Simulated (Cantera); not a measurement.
Input (Python, Cantera):

```python
import numpy as np
import cantera as ct

gas = ct.Solution("gri30.yaml")
gas.TPX = 975, 2000, {'H2': 0.27, 'O2': 1, 'N2': 0.32}
reactor = ct.IdealGasConstPressureReactor(gas, energy="off", clone=False)
net = ct.ReactorNet([reactor])
net.rtol, net.atol = 1e-08, 1e-18
show = ['H2', 'O2', 'NO', 'H2O2', 'HO2', 'H2O', 'H']
times = np.geomspace(2e-06, 2, 12)

steps = ct.SolutionArray(gas, extra=["t"])
rows = []
print(f"{'t/s':>10s}{'T/K':>9s}{'P/Pa':>11s}" + "".join(f"{s:>11s}" for s in show))
for t in times:
    while net.time < t:
        t_next = net.step()
        steps.append(gas.state, t=t_next)
    rows.append([np.interp(t, steps.t, y) for y in (steps.T, steps.P, *steps(*show).X.T)])
    print(f"{t:10.3e}{rows[-1][0]:9.1f}{rows[-1][1]:11.4g}" + "".join(f"{x:11.3e}" for x in rows[-1][2:]))
rate = np.gradient(steps.T, steps.t)
print("integrator steps:", len(steps.t))
if steps.T.max() > steps.T[0] + 200:
    print(f"time of steepest temperature rise: {steps.t[rate.argmax()]:.4e} s")
gas.TPX = 975, 2000, {'H2': 0.27, 'O2': 1, 'N2': 0.32}
gas.equilibrate("TP")
print(f"equilibrium (TP): T = {gas.T:.1f} K  " + "  ".join(f"{s} {gas[s].X[0]:.3e}" for s in show))
```

Result:

```
       t/s      T/K       P/Pa         H2         O2         NO       H2O2        HO2        H2O          H
 2.000e-06    975.0       2000  1.698e-01  6.289e-01  4.632e-31  3.046e-18  1.542e-12  3.583e-16  1.532e-12
 7.022e-06    975.0       2000  1.698e-01  6.289e-01  1.836e-29  3.652e-17  5.416e-12  1.296e-14  5.307e-12
 2.466e-05    975.0       2000  1.698e-01  6.289e-01  8.539e-28  4.483e-16  1.904e-11  4.587e-13  1.811e-11
 8.658e-05    975.0       2000  1.698e-01  6.289e-01  4.105e-26  5.539e-15  6.723e-11  1.273e-11  6.508e-11
 3.040e-04    975.0       2000  1.698e-01  6.289e-01  2.011e-24  6.936e-14  2.429e-10  3.445e-10  4.051e-10
 1.067e-03    975.0       2000  1.698e-01  6.289e-01  3.280e-21  1.229e-12  2.059e-09  5.709e-08  3.877e-08
 3.748e-03    975.0       2000  8.438e-02  5.904e-01  9.296e-09  4.518e-07  1.240e-05  6.320e-02  4.154e-02
 1.316e-02    975.0       2000  1.583e-03  5.916e-01  2.588e-07  6.091e-07  1.558e-05  1.818e-01  1.766e-03
 4.620e-02    975.0       2000  9.836e-05  5.943e-01  2.597e-07  3.365e-07  3.883e-06  1.853e-01  1.368e-05
 1.622e-01    975.0       2000  7.655e-06  5.945e-01  2.576e-07  1.245e-07  5.767e-07  1.855e-01  3.563e-07
 5.696e-01    975.0       2000  5.888e-07  5.945e-01  2.571e-07  4.089e-08  9.032e-08  1.856e-01  1.780e-08
 2.000e+00    975.0       2000  7.044e-08  5.945e-01  2.580e-07  1.351e-08  1.833e-08  1.856e-01  1.471e-09
integrator steps: 1474
equilibrium (TP): T = 975.0 K  H2 6.972e-11  O2 5.945e-01  NO 2.110e-05  H2O2 4.104e-11  HO2 6.908e-10  H2O 1.856e-01  H 6.798e-14
```

Detailed kinetics in Cantera: GRI-Mech 3.0 (53 species, 325 reactions). Radical loss at walls, strong at low pressure, is not modelled. The temperature is held fixed by assumption; the heat of reaction is taken as removed at once.
